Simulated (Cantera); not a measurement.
Cantera with NASA thermochemical tables; ideal gases at 1 bar, condensed phases pure. Values are per mole of reaction as written; species without (g) are pure solids or liquids, kept so even where they would boil at 1 bar.

Q: Between 350 and 550 K, where is each reaction favourable under standard conditions?
- O₂(g) + 4 NH₃(g) + 2 P₂(g) = 2 N₂O(g) + 4 PH₃(g)
- P₄O₁₀ + 10 NH₃(g) + 3 P₂(g) = 10 NO(g) + 10 PH₃(g)

A: 
- O₂(g) + 4 NH₃(g) + 2 P₂(g) = 2 N₂O(g) + 4 PH₃(g): ΔG° is 127 kJ at 350 K and 154 kJ at 550 K; it stays positive (K < 1). ΔH° is 82 kJ and ΔS° -131 J/K at 550 K.
- P₄O₁₀ + 10 NH₃(g) + 3 P₂(g) = 10 NO(g) + 10 PH₃(g): ΔG° is 3516 kJ at 350 K and 3237 kJ at 550 K; it stays positive (K < 1). ΔH° is 3997 kJ and ΔS° 1381 J/K at 550 K.
